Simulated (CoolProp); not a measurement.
n-perfluorobutane at 290.16 K and 0.14 MPa is compressed adiabatically to 0.512 MPa with isentropic efficiency 0.9. Each further row changes one setting.

The numbers come from the reference Helmholtz-energy equation of state, Gao 2022 in CoolProp.

```csv
case,work (kJ/kg),final phase,final density (kg/m³)
as stated,[?],[?],[?]
efficiency 1,12.0,"two-phase, vapour fraction 0.875",[?]
efficiency 0.65,[?],[?],56.8
```

What belongs in the gaps?


- as stated, work (kJ/kg): 13.3
- as stated, final phase: two-phase, vapour fraction 0.892
- as stated, final density (kg/m³): 60.7
- efficiency 1, final density (kg/m³): 61.8
- efficiency 0.65, work (kJ/kg): 18.4
- efficiency 0.65, final phase: two-phase, vapour fraction 0.956
